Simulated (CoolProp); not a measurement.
Vapour-liquid equilibrium of R22 (1) + R123 (2) at -57.35 °C; x and y are mole fractions of (1).

Model: multi-fluid Helmholtz-energy mixture model, Kamei 1995 and Younglove 1994; pair parameters Bell 2016, in CoolProp.

| x | bubble pressure (MPa) | y at the bubble point | dew pressure at overall composition x (MPa) | liquid density (mol/L) |
|---|---|---|---|---|
| 0.05 | 0.003082 | 0.691 | 0.001054 | 11.06 |
| 0.2 | 0.009913 | 0.919 | 0.001246 | 11.74 |
| 0.35 | 0.01694 | 0.961 | 0.001523 | 12.48 |
| 0.5 | 0.02358 | 0.978 | 0.001960 | 13.31 |
| 0.65 | 0.02970 | 0.987 | 0.002747 | 14.22 |
| 0.8 | 0.03550 | 0.994 | 0.004596 | 15.25 |
| 0.95 | 0.04145 | 0.998 | 0.01421 | 16.42 |

No azeotrope shows between x = 0.05 and 0.95.

The pair parameters rest on a limited set of measurements; away from them the model extrapolates. The gap from Raoult's law changes sign with composition, which may be real or a fault of the pair parameters; it wasn't checked against measurements.
